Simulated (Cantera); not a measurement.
A closed system holds: 1 mol HMDSO, 0.44 mol NO, held at 100000 Pa.

These are equilibrium values from Cantera (NASA tables, ideal gas, pure condensed phases), not measurements of a reactor. Candidate condensed phases: C, C6H6, C7H8, C8H18, H2O, Si, SiC, SiO2, Si2N2O, Si3N4; 151 gas species. The feed counts by its element totals alone. Rates play no part. All values below are at 725 K.

Base state: CH4 0.645, H2 0.355 (mole fractions); condensed: C(graphite) + SiC(s) + SiO2(α-quartz) + Si2N2O(s).

Q: What changes in the equilibrium state with this change: pressure from 100000 Pa to 46000 Pa?

A: 
```csv
species,before,after
CH4,0.645,0.527
H2,0.355,0.473
"C(graphite), mol",1.52,1.94
"SiC(s), mol",0.950,0.950
"SiO2(α-quartz), mol",0.610,0.610
"Si2N2O(s), mol",0.220,0.220
```
